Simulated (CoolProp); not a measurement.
Hydrogen chloride along the isotherm 231.5 K: fugacity coefficient from the reference equation and from simpler models built on Tc = 324.7 K, pc = 8.314 MPa, ω = 0.130; each cubic takes its own stable root.

Values from CoolProp's reference Helmholtz-energy equation of state, Thol 2018.

| p (MPa) | phase | reference |
|---|---|---|
| 0.263 | gas | 0.9644 |
| 0.425 | gas | 0.9424 |
| 0.686 | gas | 0.9070 |
| 1.11 | liquid | 0.5905 |
| 1.79 | liquid | 0.3706 |
| 2.89 | liquid | 0.2341 |
| 4.68 | liquid | 0.1492 |
| 7.55 | liquid | 0.09723 |
| 12.2 | liquid | 0.06524 |
| 19.7 | liquid | 0.04597 |
| 31.9 | liquid | 0.03492 |
| 51.5 | liquid | 0.02995 |
| 83.1 | liquid | 0.03093 |

Question: How far does each simpler model (van der Waals, Redlich-Kwong, Soave-Redlich-Kwong, Peng-Robinson) lie from the reference over these 13 states: mean and median of the absolute difference, and the worst?

Answer: 
- van der Waals: mean 149.9 %, median 143.9 %, worst +438.0 % at 231.5 K and 83.1 MPa
- Redlich-Kwong: mean 19.7 %, median 19.7 %, worst +44.6 % at 231.5 K and 83.1 MPa
- Soave-Redlich-Kwong: mean 6.2 %, median 3.4 %, worst +23.2 % at 231.5 K and 83.1 MPa
- Peng-Robinson: mean 1.8 %, median 1.7 %, worst +3.1 % at 231.5 K and 83.1 MPa

At some of these states van der Waals gives the other phase, because its saturation line lies elsewhere.
